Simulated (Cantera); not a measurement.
An adiabatic, constant-pressure homogeneous reactor starts with CH4 : O2 : N2 : CO2 = 1 : 1.18 : 4.42 : 0.62 (molar parts), equivalence ratio 1.7, at 1300 K and 1.30 bar. Integrator tolerance rtol = 1e-08.

Detailed kinetics in Cantera: GRI-Mech 3.0 (53 species, 325 reactions).

Q: What does this change do: pressure from 1.30 bar to 5.00 bar?

A: 
```
quantity                                                              before                                      after
---------------------------------  -----------------------------------------  -----------------------------------------
time of steepest temperature rise                                    14.9 ms                                    4.49 ms
temperature at 3.00 s                                                 2389 K                                     2405 K
equilibrium temperature                                               2389 K                                     2405 K
x(CH4) at 3.00 s                   1.88e-12 (gas-phase equilibrium 2.13e-12)  2.62e-11 (gas-phase equilibrium 2.93e-11)
x(O2) at 3.00 s                      6.69e-5 (gas-phase equilibrium 6.69e-5)    2.08e-5 (gas-phase equilibrium 2.08e-5)
x(CO2) at 3.00 s                       0.0638 (gas-phase equilibrium 0.0638)      0.0637 (gas-phase equilibrium 0.0637)
x(N2O) at 3.00 s                     1.48e-8 (gas-phase equilibrium 1.48e-8)    1.67e-8 (gas-phase equilibrium 1.67e-8)
x(H2) at 3.00 s                        0.0658 (gas-phase equilibrium 0.0658)      0.0660 (gas-phase equilibrium 0.0660)
x(NO2) at 3.00 s                     5.72e-9 (gas-phase equilibrium 5.72e-9)    3.52e-9 (gas-phase equilibrium 3.52e-9)
```
